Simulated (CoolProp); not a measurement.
A single-stage vapour-compression cycle with CH2F2 (R32): evaporating at 207.15 K (dew point), condensing at 245.15 K (bubble point), superheat 10 K, subcooling 0 K, compressor efficiency 0.6, no pressure losses. Each further row changes one setting.

The numbers come from the reference Helmholtz-energy equation of state, Tillner-Roth 1997 in CoolProp.

```
case                              cooling COP  pressure ratio  discharge temperature (K)  refrigerating effect (kJ/kg)  volumetric capacity (kJ/m³)
--------------------------------  -----------  --------------  -------------------------  ----------------------------  ---------------------------
as stated                                   …            6.45                      373.7                           344                          465
evaporating temperature 212.15 K            …            4.83                          …                           347                          615
condensing temperature 240.15 K          3.14            5.24                          …                           352                          476
subcooling 5 K                              …            6.45                      373.7                           352                          476
superheat 20 K                              …            6.45                      387.9                           352                          453
compressor efficiency 0.5                2.22            6.45                      399.9                           344                          465
```

Task: Complete the blanks.

Result: 
- as stated, cooling COP: 2.67
- evaporating temperature 212.15 K, cooling COP: 3.23
- evaporating temperature 212.15 K, discharge temperature (K): 354.3
- condensing temperature 240.15 K, discharge temperature (K): 355.4
- subcooling 5 K, cooling COP: 2.73
- superheat 20 K, cooling COP: 2.61
